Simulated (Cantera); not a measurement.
Charge: 1 mol Ti(OiPr)₄, 0.69 mol H₂O, 2.2 mol H₂, held at 1.00 bar.

These are equilibrium values from Cantera (NASA tables, ideal gas, pure condensed phases), not measurements of a reactor. Candidate condensed phases: C, C₆H₆, C₇H₈, C₈H₁₈, H₂O, Ti, TiC, TiO, TiO₂, Ti₂O₃, Ti₃O₅, Ti₄O₇; 113 gas species. The feed counts by its element totals alone. TiC: taken at fixed stoichiometry. Equilibrium is a limit: real reactors are often held back by kinetics, nucleation or transport. All values below are at 2073 K.

Base state: H₂ 0.779, CO 0.217, H 0.00232, C₂H₂ (acetylene) 0.000955, CH₄ 0.000214, H₂O 1.50e-5, CH₃ 1.25e-5 (mole fractions); condensed: C(graphite) + TiC(s).

Task: What changes in the equilibrium state with this change: H₂O from 0.69 to 23 mol?

Result: 
```
species             before    after
----------------  --------  -------
H₂                   0.779    0.525
H₂O                1.50e-5    0.238
CO                   0.217    0.214
CO₂                8.62e-7   0.0200
C₂H₂ (acetylene)  0.000955    <1e-9
CH₄               0.000214  4.07e-9
OH                 5.08e-9  9.84e-5
CH₃                1.25e-5    <1e-9
C(graphite), mol      6.26        0
TiC(s), mol           1.00        0
Ti₄O₇(l), mol            0    0.250
```
Condensed phases not in the tables: Magnéli phases beyond Ti₄O₇.
